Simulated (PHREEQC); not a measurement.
Make-up at 20 °C: 0.0042 mol/kgw MgCl2, 0.031 mol/kgw NaHCO3 and 0.001 mol/kgw MgSO4. Closed to the air; pH follows from the charge balance.

Model: ion-association model, wateq4f.dat, run in PHREEQC.

Question: The ionic strength comes out as 0.0447 mol/kgw. What activity coefficients do Cl-, SO4-2, CO3-2, NaSO4-, Mg+2 get?

Answer: Cl- 0.82, SO4-2 0.48, CO3-2 0.49, NaSO4- 0.84, Mg+2 0.50.

Precipitation was switched off in this run. The solution is supersaturated, for example in Magnesite (slow to form), so a real one may precipitate; this is no full list. Species that the database lacks are ignored.
